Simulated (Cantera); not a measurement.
## Low-pressure radical oxidation in H2/O2

A perfectly stirred reactor is fed with H₂ : O₂ = 0.027 : 1 (molar parts), at 20.0 Torr; it is held at 1025 K, and followed from long to short residence time.

Cantera simulation using GRI-Mech 3.0 (53 species, 325 reactions); the numbers are that mechanism's predictions, not measurements. Radical loss at walls, strong at low pressure, is not modelled.

| τ (s) | x H₂ | x O₂ | x H₂O₂ | x HO₂ | x O | x OH |
|---|---|---|---|---|---|---|
| 8.5 | 6.16e-5 | 0.973 | 6.01e-8 | 9.70e-7 | 0.000149 | 9.51e-5 |
| 2.3 | 0.000131 | 0.973 | 8.10e-8 | 1.67e-6 | 0.000340 | 0.000152 |
| 0.60 | 0.000279 | 0.972 | 1.10e-7 | 2.80e-6 | 0.000768 | 0.000252 |
| 0.16 | 0.000576 | 0.971 | 1.51e-7 | 4.40e-6 | 0.00162 | 0.000424 |
| 0.042 | 0.00121 | 0.970 | 2.12e-7 | 6.44e-6 | 0.00319 | 0.000725 |
| 0.011 | 0.00262 | 0.967 | 2.97e-7 | 8.48e-6 | 0.00547 | 0.00120 |
| 0.0029 | 0.00590 | 0.964 | 4.01e-7 | 9.73e-6 | 0.00718 | 0.00178 |
| 0.00078 | 0.0136 | 0.966 | 4.25e-7 | 9.40e-6 | 0.00559 | 0.00189 |
x: mole fraction; the columns are a selection and need not sum to one.
